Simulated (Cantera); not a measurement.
Cantera run:

```python
import numpy as np
import cantera as ct

gas_names = """
    H HNO HNO2 HNO3 HO2 H2 H2O H2O2 N NH NH2 NH3 NH2OH NO NO2 NO3 N2 N2H2 N2H4 N2O O OH O2 O3
""".split()
cond_names = """
    H2O(s) H2O(L)
""".split()


def load(file, names, dense=False):
    # The tables refer to 1 bar. Condensed volumes are neglected.
    table = {s.name: s for s in ct.Species.list_from_file(file)}
    out = []
    for n in names:
        d = dict(table[n].input_data)
        d["thermo"] = dict(d["thermo"], **{"reference-pressure": 1e5})
        if dense:
            d["equation-of-state"] = {"model": "constant-volume", "density": "1e6 g/cm^3"}
        out.append(ct.Species.from_dict(d))
    return out


gas = ct.Solution(thermo="ideal-gas", species=load("nasa_gas.yaml", gas_names))
cond = {s.name: ct.Solution(thermo="fixed-stoichiometry", species=[s], name=s.name)
        for s in load("nasa_condensed.yaml", cond_names, dense=True)}
atoms = {
    'NH3': {'N': 1, 'H': 3},
    'H2': {'H': 2},
    'O2': {'O': 2},
    'H2O': {'H': 2, 'O': 1},
}
top_T = {}  # K; cautious upper limits of use, not melting points


def equilibrate(T, P, feed):
    n = {}
    for name, mol in feed.items():
        for a, k in atoms[name].items():
            n[a] = n.get(a, 0.0) + k * mol
    gas.TPX = T, P, n
    mass = sum(n.values()) * gas.mean_molecular_weight
    gas.equilibrate("TP")
    valid = [c for c in cond.values() if c.min_temp <= T <= top_T.get(c.name, c.max_temp)]
    mix = ct.Mixture([(gas, mass / gas.mean_molecular_weight)] + [(c, 0.0) for c in valid])
    mix.T, mix.P = T, P
    mix.equilibrate("TP", solver="vcs", rtol=1e-11, max_steps=5000)
    return mix


results = []
feed = {'NH3': 1, 'H2': 1.7, 'O2': 8.9, 'H2O': 0.38}  # mol
T = 1123.15  # K
P = 400  # Pa
mix = equilibrate(T, P, feed)
results.append((T, P, feed, dict(zip(mix.species_names, mix.species_moles))))
print(gas.report(threshold=1e-05))
for i in range(1, mix.n_phases):
    print(f"{mix.phase(i).name:16s} {mix.phase_moles(i):12.5e} mol")
```

It prints:

```
       temperature   1123.2 K
          pressure   400 Pa
           density   0.0011747 kg/m^3
  mean mol. weight   27.424 kg/kmol
   phase of matter   gas

                          1 kg             1 kmol
                     ---------------   ---------------
          enthalpy       -1.7429e+06       -4.7796e+07  J
   internal energy       -2.0834e+06       -5.7135e+07  J
           entropy             10803        2.9626e+05  J/K
    Gibbs function       -1.3876e+07       -3.8055e+08  J
 heat capacity c_p            1372.2             37631  J/K
 heat capacity c_v              1069             29316  J/K

                      mass frac. Y      mole frac. X     chem. pot. / RT
                     ---------------   ---------------   ---------------
               H2O           0.20665           0.31458           -57.814
                NO        4.7154e-05        4.3097e-05           -33.338
                N2           0.04486          0.043915           -33.817
                O2           0.74844           0.64145           -32.858
     [  +20 minor]        5.9137e-06        9.3414e-06
```

These are equilibrium values from Cantera (NASA tables, ideal gas, pure condensed phases), not measurements of a reactor.
